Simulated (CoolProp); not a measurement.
Aqueous propylene glycol as a coolant, 55 % by mass, freezing at -40.2 °C, 1 atm.

Model: Melinder's fits for secondary coolants, in CoolProp.

```json
[
 {"T (°C)": "-32.9", "cp (kJ/(kg K))": "3.215", "viscosity (mPa s)": "384", "conductivity (W/(m K))": "0.318", "Prandtl number": "3880"},
 {"T (°C)": "-25.1", "cp (kJ/(kg K))": "3.247", "viscosity (mPa s)": "176", "conductivity (W/(m K))": "0.322", "Prandtl number": "1780"},
 {"T (°C)": "-17.3", "cp (kJ/(kg K))": "3.280", "viscosity (mPa s)": "87.2", "conductivity (W/(m K))": "0.325", "Prandtl number": "881"},
 {"T (°C)": "-9.6", "cp (kJ/(kg K))": "3.312", "viscosity (mPa s)": "46.9", "conductivity (W/(m K))": "0.328", "Prandtl number": "473"},
 {"T (°C)": "-1.8", "cp (kJ/(kg K))": "3.345", "viscosity (mPa s)": "26.8", "conductivity (W/(m K))": "0.331", "Prandtl number": "270"},
 {"T (°C)": "6", "cp (kJ/(kg K))": "3.377", "viscosity (mPa s)": "16.3", "conductivity (W/(m K))": "0.334", "Prandtl number": "164"},
 {"T (°C)": "13.8", "cp (kJ/(kg K))": "3.410", "viscosity (mPa s)": "10.5", "conductivity (W/(m K))": "0.338", "Prandtl number": "106"},
 {"T (°C)": "21.5", "cp (kJ/(kg K))": "3.442", "viscosity (mPa s)": "7.16", "conductivity (W/(m K))": "0.341", "Prandtl number": "72.3"},
 {"T (°C)": "29.3", "cp (kJ/(kg K))": "3.475", "viscosity (mPa s)": "5.10", "conductivity (W/(m K))": "0.344", "Prandtl number": "51.4"},
 {"T (°C)": "37.1", "cp (kJ/(kg K))": "3.508", "viscosity (mPa s)": "3.78", "conductivity (W/(m K))": "0.348", "Prandtl number": "38.2"}
]
```
